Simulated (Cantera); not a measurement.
Input: 1 mol MgO, 0.05 mol HCl, 0.11 mol H₂, equilibrated at 62000 Pa.

These are equilibrium values from Cantera (NASA tables, ideal gas, pure condensed phases), not measurements of a reactor. Candidate condensed phases: H₂O, Mg, MgCl₂, MgO, Mg(OH)₂; 22 gas species. Mutual solubility and eutectic melting of coexisting phases are not modelled. Kinetics and transport are ignored.

Which condensed phases are stable at each of these points (T (°C)): 702, 752, 802, 852, 902, 952, 1002, 1052, 1102, 1152, 1202, 1252, 1302?


| T (°C) | condensed phases | Mg condensed (%) |
|---|---|---|
| 702 | MgCl₂(s) + MgO(s) | 100.0 |
| 752 | MgCl₂(l) + MgO(s) | 100.0 |
| 802 | MgCl₂(l) + MgO(s) | 100.0 |
| 852 | MgO(s) | 99.9 |
| 902 | MgO(s) | 99.9 |
| 952 | MgO(s) | 99.9 |
| 1002 | MgO(s) | 99.9 |
| 1052 | MgO(s) | 99.8 |
| 1102 | MgO(s) | 99.8 |
| 1152 | MgO(s) | 99.7 |
| 1202 | MgO(s) | 99.7 |
| 1252 | MgO(s) | 99.6 |
| 1302 | MgO(s) | 99.6 |

At 702 °C the condensed part is MgCl₂(s) + MgO(s). From 752 °C to 802 °C the condensed part is MgCl₂(l) + MgO(s). From 852 °C to 1302 °C the condensed part is MgO(s).
